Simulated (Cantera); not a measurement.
Input: 1 mol HCl, 0.017 mol O2, 12 mol N2, held at 2152 °C and 0.100 bar.

Cantera equilibrium calculation (NASA polynomials, part measured and part estimated; ideal gas, pure solids and liquids). The numbers say what is thermodynamically allowed, not how fast it happens.

| species | before | after |
|---|---|---|
| N2 | 0.909 | 0.896 |
| Cl | 0.0241 | 0.0395 |
| HCl | 0.0517 | 0.0352 |
| H | 0.00489 | 0.0163 |
| H2 | 0.00746 | 0.0102 |
| O | 0.000110 | 0.000490 |
| NO | 0.000165 | 0.000342 |
| OH | 0.000252 | 0.000476 |
| O2 | 1.23e-5 | 2.31e-5 |
| H2O | 0.00202 | 0.00119 |
Gas species are given as mole fractions.

Name the change that produced these shifts.
(A) O2 from 0.017 to 1.4 mol
(B) temperature from 2152 °C to 925 °C
(C) temperature from 2152 °C to 2400 °C
(D) temperature from 2152 °C to 1025 °C

C, temperature from 2152 °C to 2400 °C
